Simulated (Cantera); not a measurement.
An adiabatic, constant-pressure homogeneous reactor starts with 3.64 % C3H8, 20.2 % O2, 76.1 % N2, at 1075 K and 1.01 bar.

Model: GRI-Mech 3.0 (53 species, 325 reactions), integrated in Cantera. GRI-Mech 3.0 was tuned for natural gas; its chemistry of propane as a main component is partial and can be far from experiment.

Predict: time of steepest temperature rise; temperature at 0.400 s; equilibrium temperature; x(O2) at 0.400 s; x(H) at 0.400 s; x(O) at 0.400 s.


```json
{
  "time_of_steepest_temperature_rise": "97.9 ms",
  "temperature at 0.400 s": "2557 K",
  "equilibrium_temperature": "2557 K",
  "x(O2) at 0.400 s": "0.0262 (gas-phase equilibrium 0.0262)",
  "x(H) at 0.400 s": "0.00249 (gas-phase equilibrium 0.00249)",
  "x(O) at 0.400 s": "0.00308 (gas-phase equilibrium 0.00308)"
}
```
